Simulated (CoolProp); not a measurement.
Properties of C2F6 (R116) at several states (Tc = 19.9 °C, pc = 3.048 MPa, ω = 0.257).

The numbers come from the reference Helmholtz-energy equation of state, Lemmon 2006 in CoolProp. It is a short technical equation, of lower accuracy than the large ones.

| T (°C) | p (MPa) | phase | speed of sound (m/s) | Joule-Thomson coefficient (K/MPa) | expansivity (1/kK) | viscosity (µPa s) |
|---|---|---|---|---|---|---|
| -32.35 | 2.43 | liquid | 385.0 | -0.008463 | 4.100 | 206 |
| 135.55 | 0.0955 | gas | 161.9 | 3.587 | 2.478 | ? |
| -34.85 | 0.0355 | gas | 124.8 | 15.61 | 4.306 | ? |
| -12.35 | 0.325 | gas | 125.1 | 12.77 | 4.624 | ? |

Task: Fill in the missing entries.

Result: 
- 135.55, viscosity (µPa s): 18.9
- -34.85, viscosity (µPa s): 11.3
- -12.35, viscosity (µPa s): 12.3

Viscosity comes from a separate model (Huber 2003), an estimate that may be off by 10 % or more.
